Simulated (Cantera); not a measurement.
An isothermal, constant-pressure homogeneous reactor starts with NH3 : N2 = 1 : 16 (molar parts), at 2150 K and 0.0263 atm. Integrator tolerance rtol = 1e-08.

Model: the gas-phase N/H chemistry of the illustrative SiF4/NH3 mechanism in the Surface Chemkin manual (1991), integrated in Cantera. Walls and surfaces, which speed up NH3 decomposition in real reactors, are not modelled.

### Question
What does this change do: NH3 1 to 9.8 parts?

### Answer
```tsv
quantity	before	after
x(NH3) at 2.00 s	1.79e-5 (gas-phase equilibrium 9.07e-9)	6.82e-5 (gas-phase equilibrium 8.23e-8)
x(H2) at 2.00 s	0.0823 (gas-phase equilibrium 0.0794)	0.408 (gas-phase equilibrium 0.401)
x(N2H4) at 2.00 s	<1e-12 (gas-phase equilibrium <1e-12)	<1e-12 (gas-phase equilibrium <1e-12)
x(N2) at 2.00 s	0.916 (gas-phase equilibrium 0.913)	0.585 (gas-phase equilibrium 0.582)
x(N2H2) at 2.00 s	5.23e-11 (gas-phase equilibrium <1e-12)	2.70e-10 (gas-phase equilibrium <1e-12)
```
